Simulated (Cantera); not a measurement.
**Equilibrium for silicon epitaxy and polysilicon growth: SiH₄ + H₂**

Feed: 1 mol SiH₄, 20 mol H₂, at 0.133 bar.

These are equilibrium values from Cantera (NASA tables, ideal gas, pure condensed phases), not measurements of a reactor. Candidate condensed phases: Si; 9 gas species. Gases not in the tables: Si₂H₆ and higher silanes. Equilibrium is a limit: real reactors are often held back by kinetics, nucleation or transport.

From 600 °C to 1400 °C the condensed part is Si(s). At 1500 °C the condensed part is Si(l). The main Si-bearing gas is SiH₄ at 600 °C and SiH₂ at 1500 °C.

| T (°C) | x H₂ | x H | x SiH₂ | x Si | x SiH | x SiH₄ | x Si₂ | n Si(s) | n Si(l) |
|---|---|---|---|---|---|---|---|---|---|
| 600 | 1.00 | 1.28e-10 | 1.37e-12 | <1e-12 | <1e-12 | 3.66e-8 | <1e-12 | 1.000 | 0 |
| 700 | 1.00 | 2.96e-9 | 4.19e-11 | <1e-12 | <1e-12 | 5.08e-8 | <1e-12 | 1.000 | 0 |
| 800 | 1.00 | 3.84e-8 | 6.77e-10 | <1e-12 | <1e-12 | 6.61e-8 | <1e-12 | 1.000 | 0 |
| 900 | 1.00 | 3.23e-7 | 6.81e-9 | 3.71e-12 | 2.43e-11 | 8.22e-8 | <1e-12 | 1.000 | 0 |
| 1000 | 1.000 | 1.95e-6 | 4.76e-8 | 1.35e-10 | 4.77e-10 | 9.87e-8 | <1e-12 | 1.000 | 0 |
| 1100 | 1.000 | 9.12e-6 | 2.51e-7 | 2.91e-9 | 6.04e-9 | 1.15e-7 | 1.38e-12 | 1.000 | 0 |
| 1200 | 1.000 | 3.46e-5 | 1.05e-6 | 4.11e-8 | 5.39e-8 | 1.32e-7 | 4.31e-11 | 1.000 | 0 |
| 1300 | 1.000 | 0.000111 | 3.67e-6 | 4.12e-7 | 3.63e-7 | 1.49e-7 | 8.66e-10 | 1.000 | 0 |
| 1400 | 1.000 | 0.000312 | 1.10e-5 | 3.13e-6 | 1.93e-6 | 1.66e-7 | 1.21e-8 | 1.000 | 0 |
| 1500 | 0.999 | 0.000779 | 2.47e-5 | 1.60e-5 | 7.20e-6 | 1.54e-7 | 8.89e-8 | 0 | 0.999 |
x: gas mole fraction; n: condensed amount in mol.
